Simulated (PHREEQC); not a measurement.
Acid rinse or clean: an equilibrium model

Dissolve 0.11 mol/kgw HCl, 0.00015 mol/kgw FeCl3 and 0.00019 mol/kgw CuCl2 at 25 °C. It is in equilibrium with CO2 at log p = -3.4 (atm). Otherwise closed; pH follows from the charge balance.

Model: ion-association model, phreeqc.dat, run in PHREEQC.

Each row changes one thing in this solution. This is a speciation only: nothing precipitates in the calculation.

```
case                              pH  FeCl+2 (mol/kgw)  Fe+3 (mol/kgw)  FeCl2+ (mol/kgw)  FeOH+2 (mol/kgw)  FeCl3 (mol/kgw)  SI of Hematite (Fe2O3)  SI of Goethite (FeOOH)
------------------------------  ----  ----------------  --------------  ----------------  ----------------  ---------------  ----------------------  ----------------------
as made                         1.04           7.32e-5         6.18e-5           1.29e-5           2.05e-6          8.18e-8                   +0.31                   -0.85
diluted 2-fold with water       1.33           2.82e-5         4.08e-5           3.09e-6           2.88e-6          1.12e-8                   +1.93                   -0.04
0.014 mol/kgw LiOH added        1.10           7.30e-5         6.17e-5           1.28e-5           2.35e-6          8.16e-8                   +0.66                   -0.67
diluted 5-fold with water       1.71           6.54e-6         1.93e-5           3.66e-7           3.75e-6         6.05e-10                   +3.89                   +0.94
CuCl2 left out                  1.04           7.31e-5         6.19e-5           1.28e-5           2.06e-6          8.14e-8                   +0.31                   -0.85
HCl from 0.11 to 0.011 mol/kgw  2.00           1.87e-5         9.16e-5           6.32e-7           3.80e-5         5.94e-10                   +7.16                   +2.58
```

Some of these states are supersaturated (in Hematite (slow to form), Goethite (slow to form), for instance).
